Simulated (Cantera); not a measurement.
An adiabatic, constant-volume homogeneous reactor starts with 5.24 % CH4, 13.0 % O2, 81.8 % N2, equivalence ratio 0.81, at 1273 K and 750 Torr.

Model: GRI-Mech 3.0 (53 species, 325 reactions), integrated in Cantera.

**Question.** Predict: time of steepest temperature rise; temperature at 0.100 s; equilibrium temperature; x(O2) at 0.100 s; x(OH) at 0.100 s; x(H) at 0.100 s.

**Answer.** 
| Property | Value |
|---|---|
| time of steepest temperature rise | 23.7 ms |
| temperature at 0.100 s | 2497 K |
| equilibrium temperature | 2497 K |
| x(O2) at 0.100 s | 0.0234 (gas-phase equilibrium 0.0234) |
| x(OH) at 0.100 s | 0.00691 (gas-phase equilibrium 0.00691) |
| x(H) at 0.100 s | 0.000920 (gas-phase equilibrium 0.000920) |
